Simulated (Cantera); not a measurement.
Feed: 1 mol SiCl4, 0.0038 mol Cl2, 72 mol H2.

Equilibrium computed with Cantera from the NASA thermochemical tables; the gas is ideal and each condensed phase is pure. Candidate condensed phases: Si; 19 gas species. The tables' values for SiCl3 are old estimates. Equilibrium is a limit: real reactors are often held back by kinetics, nucleation or transport.

Question: What condenses at these points (T in K, P in Pa): (1223, 100); (1073, 200000); (1048, 100); (1023, 670); (1073, 77000)?

Answer: 
```json
[
 {"T (K)": "1223", "P in Pa": "100", "condensed phases": "Si", "Si condensed (%)": "62.2"},
 {"T (K)": "1073", "P in Pa": "200000", "condensed phases": "gas only", "Si condensed (%)": "0.0"},
 {"T (K)": "1048", "P in Pa": "100", "condensed phases": "Si", "Si condensed (%)": "56.5"},
 {"T (K)": "1023", "P in Pa": "670", "condensed phases": "Si", "Si condensed (%)": "35.7"},
 {"T (K)": "1073", "P in Pa": "77000", "condensed phases": "Si", "Si condensed (%)": "4.5"}
]
```
